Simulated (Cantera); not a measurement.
A closed system holds: 1 mol Cu₂O, 0.89 mol C, 1.8 mol N₂, held at 850 °C and 34000 Pa.

Cantera equilibrium calculation (NASA polynomials, part measured and part estimated; ideal gas, pure solids and liquids). Candidate condensed phases: C, Cu, CuO, Cu₂O; 27 gas species. The numbers say what is thermodynamically allowed, not how fast it happens.

Base state: N₂ 0.669, CO 0.290, CO₂ 0.0409 (mole fractions); condensed: Cu(s).

Problem. What changes in the equilibrium state with this change: Cu₂O replaced by PbO?

Solution. 
```csv
species,before,after
N₂,0.669,0.669
CO,0.290,0.290
CO₂,0.0409,0.0409
Pb,0,0.000537
"Cu(s), mol",2.00,0
"Pb(l), mol",0,0.999
```
Further candidate phases: Pb, PbO, PbO₂, Pb₃O₄.
